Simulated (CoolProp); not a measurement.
Properties of carbon monoxide at several states.

The numbers come from the reference Helmholtz-energy equation of state, Lemmon 2006 in CoolProp. It is a short technical equation, of lower accuracy than the large ones.

| T (°C) | p (MPa) | phase | cp (kJ/(kg K)) | speed of sound (m/s) | Joule-Thomson coefficient (K/MPa) | fugacity coefficient |
|---|---|---|---|---|---|---|
| -143.75 | 7.02 | liquid | 2.675 | 476.5 | 0.4332 | 0.3597 |
| -74.95 | 0.488 | gas | 1.063 | 285.8 | 5.346 | 0.9870 |
| -180.25 | 0.28 | gas | 1.224 | 187.0 | 21.85 | 0.9253 |
| -55.15 | 0.0661 | gas | 1.042 | 300.9 | 4.583 | 0.9987 |
| 169.55 | 2.32 | gas | 1.070 | 433.8 | 0.8116 | 1.007 |
| -86.05 | 0.0788 | gas | 1.044 | 278.6 | 5.948 | 0.9974 |
